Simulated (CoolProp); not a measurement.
Vapour-liquid equilibrium of methanol (1) + ethanol (2) at 1.02 bar; x and y are mole fractions of (1).

The numbers come from the multi-fluid Helmholtz-energy mixture model, de Reuck 1993 and Schroeder 2014; pair parameters Bell 2016 in CoolProp.

### Question
Give the bubble temperature and the first vapour's composition at x = 0.125, 0.275, 0.65. Is there an azeotrope?

### Answer
x = 0.125: 349.6 K, y = 0.192; x = 0.275: 347.3 K, y = 0.384; x = 0.65: 342.3 K, y = 0.758. No azeotrope shows between x = 0.05 and 0.95.

The pair parameters rest on a limited set of measurements; away from them the model extrapolates.
